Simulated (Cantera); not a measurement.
A perfectly stirred reactor is fed with CH4 : O2 : N2 : H2O = 1 : 3.28 : 12.3 : 1.7 (molar parts), at 0.260 bar; it is adiabatic with a 650 K inlet, and is followed from long to short residence time, starting on the burning branch (τ in s: 0.2, 0.089, 0.039, 0.017, 0.0075, 0.0033, 0.0014, 0.00063, 0.00028, 0.00012, 5.3e-05, 2.3e-05, 1e-05).

Model: GRI-Mech 3.0 (53 species, 325 reactions), integrated in Cantera.

x: mole fraction; the columns are a selection and need not sum to one.

| τ (s) | T (K) | x CH4 | x O2 | x H2O | x CH2O | x C2H4 |
|---|---|---|---|---|---|---|
| 0.20 | 1810 | 8.27e-6 | 0.0697 | 0.200 | 9.53e-7 | 5.29e-10 |
| 0.089 | 1800 | 1.39e-5 | 0.0698 | 0.199 | 1.67e-6 | 1.08e-9 |
| 0.039 | 1785 | ___ | 0.0699 | 0.198 | ___ | ___ |
| 0.017 | 1762 | 4.12e-5 | 0.0703 | 0.196 | 5.07e-6 | 4.21e-9 |
| 0.0075 | 1729 | 7.38e-5 | 0.0711 | 0.194 | 8.82e-6 | 8.92e-9 |
| 0.0033 | 1686 | 0.000140 | 0.0724 | 0.191 | 1.58e-5 | 2.21e-8 |
| 0.0014 | 1627 | ___ | 0.0749 | 0.188 | ___ | ___ |
| 0.00063 | 1558 | 0.000749 | 0.0795 | 0.185 | 6.81e-5 | 3.50e-7 |
| 0.00028 | 650 | 0.0547 | 0.179 | 0.0930 | <1e-12 | <1e-12 |
| 0.00012 | 650 | 0.0547 | 0.179 | 0.0930 | <1e-12 | <1e-12 |
| 5.3e-5 | 650 | 0.0547 | 0.179 | 0.0930 | <1e-12 | <1e-12 |
| 2.3e-5 | 650 | 0.0547 | 0.179 | 0.0930 | <1e-12 | <1e-12 |
| 1.0e-5 | 650 | 0.0547 | 0.179 | 0.0930 | <1e-12 | <1e-12 |

**Question.** Some entries are withheld; supply them.

**Answer.** 
- 0.039, x CH4: 2.37e-5
- 0.039, x CH2O: 2.91e-6
- 0.039, x C2H4: 2.12e-9
- 0.0014, x CH4: 0.000304
- 0.0014, x CH2O: 3.12e-5
- 0.0014, x C2H4: 7.39e-8
